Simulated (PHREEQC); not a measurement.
A solution holds 0.2 mol NiCl2, 0.013 mol Na2SO4 and 8.1e-05 mol HCl per kg of water, at 25 °C. Closed to the air; pH follows from the charge balance.

Computed with PHREEQC (ion-association model, wateq4f.dat).

Precipitation was switched off in this run.

**Question.** Estimate the pH, activity of water, ionic strength.

**Answer.** pH 4.26; activity of water 0.990; ionic strength 0.497 mol/kgw.

**Question.** In which forms is Cl present?

**Answer.** Cl- 84 %, NiCl2 8.0 %, NiCl+ 7.8 % of the Cl.

Complexes and solids missing from the database can't appear.
